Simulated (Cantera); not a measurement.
Stirred combustor or abatement burner

A perfectly stirred reactor is fed with 28.2 % H₂, 14.1 % O₂, 57.7 % N₂, at 1.00 bar; it is adiabatic with a 823 K inlet, and is followed from long to short residence time, starting on the burning branch (τ in s: 0.26, 0.11, 0.045, 0.019, 0.0078, 0.0032, 0.0013, 0.00056, 0.00023, 9.6e-05, 4e-05, 1.7e-05, 6.9e-06).

Model: the H2/O2 subset of GRI-Mech 3.0, which has no nitrogen chemistry, integrated in Cantera.

```tsv
τ (s)	T (K)	x H₂	x O₂	x O	x H₂O	x OH	x H
0.26	2580	0.0256	0.00957	0.00210	0.285	0.0145	0.00574
0.11	2578	0.0257	0.00961	0.00212	0.285	0.0145	0.00580
0.045	2575	0.0260	0.00972	0.00217	0.284	0.0146	0.00593
0.019	2567	0.0265	0.00997	0.00227	0.283	0.0148	0.00623
0.0078	2548	0.0279	0.0106	0.00253	0.281	0.0154	0.00699
0.0032	2507	0.0306	0.0118	0.00312	0.276	0.0165	0.00879
0.0013	2426	0.0354	0.0142	0.00440	0.266	0.0182	0.0128
0.00056	2309	0.0411	0.0173	0.00643	0.253	0.0197	0.0195
0.00023	2149	0.0469	0.0214	0.00930	0.237	0.0200	0.0303
9.6e-5	1970	0.0514	0.0259	0.0123	0.222	0.0187	0.0441
4.0e-5	1779	0.0557	0.0315	0.0146	0.207	0.0157	0.0596
1.7e-5	1588	0.0658	0.0406	0.0148	0.188	0.0118	0.0722
6.9e-6	1292	0.142	0.0792	0.00752	0.119	0.00494	0.0530
```
x: mole fraction; the columns are a selection and need not sum to one.
